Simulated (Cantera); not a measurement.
An isothermal, constant-pressure homogeneous reactor starts with CH4 : H2O = 1 : 4.5 (molar parts), at 1323 K and 8.70 bar. Integrator tolerance rtol = 1e-08.

Computed with Cantera and GRI-Mech 3.0 (53 species, 325 reactions).

Problem. What does this change do: temperature 1323 to 1550 K?

Solution. 
```csv
quantity,before,after
x(CH4) at 2.00 s,0.152 (gas-phase equilibrium 6.78e-5),0.0453 (gas-phase equilibrium 3.42e-6)
x(H2O) at 2.00 s,0.800 (gas-phase equilibrium 0.422),0.533 (gas-phase equilibrium 0.432)
x(C2H) at 2.00 s,5.65e-12 (gas-phase equilibrium <1e-12),1.37e-10 (gas-phase equilibrium <1e-12)
x(HO2) at 2.00 s,<1e-12 (gas-phase equilibrium <1e-12),<1e-12 (gas-phase equilibrium <1e-12)
x(H) at 2.00 s,5.20e-8 (gas-phase equilibrium 3.61e-7),6.08e-6 (gas-phase equilibrium 7.09e-6)
x(CH2) at 2.00 s,1.96e-11 (gas-phase equilibrium <1e-12),3.97e-10 (gas-phase equilibrium <1e-12)
```

Problem. What does this change do: temperature 1323 to 1973 K?

Solution. 
```tsv
quantity	before	after
x(CH4) at 2.00 s	0.152 (gas-phase equilibrium 6.78e-5)	7.54e-8 (gas-phase equilibrium 8.34e-8)
x(H2O) at 2.00 s	0.800 (gas-phase equilibrium 0.422)	0.441 (gas-phase equilibrium 0.441)
x(C2H) at 2.00 s	5.65e-12 (gas-phase equilibrium <1e-12)	<1e-12 (gas-phase equilibrium <1e-12)
x(HO2) at 2.00 s	<1e-12 (gas-phase equilibrium <1e-12)	2.24e-11 (gas-phase equilibrium 2.24e-11)
x(H) at 2.00 s	5.20e-8 (gas-phase equilibrium 3.61e-7)	0.000300 (gas-phase equilibrium 0.000300)
x(CH2) at 2.00 s	1.96e-11 (gas-phase equilibrium <1e-12)	<1e-12 (gas-phase equilibrium 1.05e-12)
```
